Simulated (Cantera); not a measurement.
Charge: 1 mol Pb, 6.1 mol H2, at 180 Pa.

Equilibrium computed with Cantera from the NASA thermochemical tables; the gas is ideal and each condensed phase is pure. Candidate condensed phases: Pb; 4 gas species. The numbers say what is thermodynamically allowed, not how fast it happens. All values below are at 1075 K.

Base state: H2 0.958, Pb 0.0422 (mole fractions); condensed: Pb(l).

**Question.** What changes in the equilibrium state with this change: Pb replaced by PbO?

**Answer.** 
```tsv
species	before	after
H2	0.958	0.801
H2O	0	0.157
Pb	0.0422	0.0422
Pb(l), mol	0.731	0.731
```
Further candidate phases: H2O, PbO, PbO2, Pb3O4.
